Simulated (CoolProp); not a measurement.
A simple Rankine cycle with water: condensing at 308.15 K, boiler at 6.68 MPa, turbine inlet 560.8 K, turbine efficiency 0.6, pump efficiency 0.7, no recuperator. Each further row changes one setting.

Values from CoolProp's reference Helmholtz-energy equation of state, Wagner 2002.

```tsv
case	thermal efficiency (%)	net work (kJ/kg)	heat in (kJ/kg)	turbine exit temperature (K)	volume ratio over the turbine
as stated	22.3	?	2650	308.1	?
turbine inlet 580.8 K	22.4	612	2730	308.1	680
condensing temperature 300.15 K	?	615	?	300.2	1110
boiler pressure 4.68 MPa	21.6	?	?	308.1	476
turbine efficiency 0.5	?	489	2650	308.1	?
```

Some entries are withheld; supply them.


- as stated, net work (kJ/kg): 589
- as stated, volume ratio over the turbine: 723
- condensing temperature 300.15 K, thermal efficiency (%): 23.0
- condensing temperature 300.15 K, heat in (kJ/kg): 2680
- boiler pressure 4.68 MPa, net work (kJ/kg): 594
- boiler pressure 4.68 MPa, heat in (kJ/kg): 2750
- turbine efficiency 0.5, thermal efficiency (%): 18.5
- turbine efficiency 0.5, volume ratio over the turbine: 758

The expansion ends wet for: as stated; turbine inlet 580.8 K; condensing temperature 300.15 K; boiler pressure 4.68 MPa; turbine efficiency 0.5.
